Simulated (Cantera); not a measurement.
Feed: 1 mol CH3SiCl3, 0.012 mol CH4, a varied amount of H2, equilibrated at 1752 °C and 570 Torr.

Equilibrium computed with Cantera from the NASA thermochemical tables; the gas is ideal and each condensed phase is pure. Candidate condensed phases: C, C6H6, C7H8, C8H18, Si, SiC; 109 gas species. The feed counts by its element totals alone. Gases not in the tables: Si2H6 and higher silanes. The numbers say what is thermodynamically allowed, not how fast it happens.

Q: What share of the Si ends up in condensed phases as a function of n(H2) (mol), at 1.5, 2.6, 4.3, 7.3, 12, 21, 35, 60, 100, 170?

A: 
| n(H2) (mol) | Si condensed (%) | as |
|---|---|---|
| 1.5 | 61.1 | SiC(s) |
| 2.6 | 70.1 | SiC(s) |
| 4.3 | 78.2 | SiC(s) |
| 7.3 | 85.5 | SiC(s) |
| 12 | 90.5 | SiC(s) |
| 21 | 94.3 | SiC(s) |
| 35 | 95.8 | SiC(s) |
| 60 | 96.4 | SiC(s) |
| 100 | 96.7 | SiC(s) |
| 170 | 96.7 | SiC(s) |
